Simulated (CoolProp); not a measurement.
Values from CoolProp's reference Helmholtz-energy equation of state, Thol 2014.

Question: For chloromethane (R40), give the phase and the Z, speed of sound (m/s), expansivity (1/kK), fugacity coefficient at 376.9 K and 1920 kPa.

Answer: 
- 376.9 K and 1920 kPa: gas; Z 0.837, speed of sound 245, expansivity 4.73, fugacity coefficient 0.858
